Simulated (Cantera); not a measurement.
Feed: 1 mol B2O3, 9.5 mol H2, held at 6.00 mbar.

These are equilibrium values from Cantera (NASA tables, ideal gas, pure condensed phases), not measurements of a reactor. Candidate condensed phases: B, B2O3, B3O3H3, H2O; 23 gas species. The numbers say what is thermodynamically allowed, not how fast it happens.

### Question
Which condensed phases are stable at each of these points (T (K)): 1073, 1173, 1273, 1373, 1473, 1573, 1673, 1773, 1873, 1973, 2073, 2173, 2273?

### Answer
| T (K) | condensed phases | B condensed (%) |
|---|---|---|
| 1073 | B2O3(l) | 100.0 |
| 1173 | B2O3(l) | 100.0 |
| 1273 | B2O3(l) | 99.7 |
| 1373 | B2O3(l) | 98.5 |
| 1473 | B2O3(l) | 92.8 |
| 1573 | B2O3(l) | 67.6 |
| 1673 | gas only | 0.0 |
| 1773 | gas only | 0.0 |
| 1873 | gas only | 0.0 |
| 1973 | gas only | 0.0 |
| 2073 | gas only | 0.0 |
| 2173 | gas only | 0.0 |
| 2273 | gas only | 0.0 |

From 1073 K to 1573 K the condensed part is B2O3(l). From 1673 K to 2273 K nothing is condensed.
